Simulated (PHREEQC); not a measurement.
## Nickel, zinc or cadmium bath: an equilibrium model

Dissolve 17 mmol/kgw ZnSO4, 0.041 mmol/kgw NaOH and 0.11 mmol/kgw HCl at 25 °C. Closed to the air; pH follows from the charge balance.

All values are PHREEQC results (ion-association model, phreeqc.dat), not measurements.

Each row changes one thing in this solution. Precipitation was switched off in this run.

| case | pH | ionic strength (mol/kgw) | SO4-2 (mol/kgw) | HSO4- (mol/kgw) | NaSO4- (mol/kgw) | SI of Halite (NaCl) |
|---|---|---|---|---|---|---|
| as made | 4.40 | 0.0427 | 0.0101 | 2.28e-5 | 9.77e-7 | -10.10 |
| temperature from 25 to 75 °C | 4.61 | 0.0403 | 0.00964 | 4.62e-5 | 1.15e-6 | -10.17 |
| diluted 2-fold with water | 4.63 | 0.0236 | 0.00576 | 8.44e-6 | 3.26e-7 | -10.66 |
| temperature from 25 to 35 °C | 4.43 | 0.0420 | 0.01000 | 2.62e-5 | 1.02e-6 | -10.11 |
| NaOH from 4.1e-05 to 8.2e-06 mol/kgw | 4.23 | 0.0426 | 0.0101 | 3.36e-5 | 1.95e-7 | -10.79 |
| ZnSO4 replaced by NaHSO4 at the same molality | 2.02 | 0.0384 | 0.0106 | 0.00592 | 0.000438 | -7.46 |
| 0.0017 mol/kgw AlCl3 added | 4.23 | 0.0464 | 0.00925 | 3.01e-5 | 8.73e-7 | -8.42 |

Species that the database lacks are ignored. Some of these states are supersaturated (in Gibbsite (slow to form), for instance). At this temperature some constants are extrapolated from 25 °C, and those without enthalpy data are left unchanged.
